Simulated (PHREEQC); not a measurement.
A solution holds 0.00033 mol/kgw Ca(HCO3)2, 0.0096 mol/kgw CO2 and 0.0038 mol/kgw NaCl, at 55 °C. Closed to the air; pH follows from the charge balance.

All values are PHREEQC results (Pitzer model, pitzer.dat), not measurements.

Precipitation was switched off in this run.

Q: Estimate the pH.

A: pH 5.10.

Q: In which forms is C present?

A: CO2 93 %, HCO3- 6.5 % of the C.

Species that the database lacks are ignored. Constants without temperature data keep their 25 °C values here.
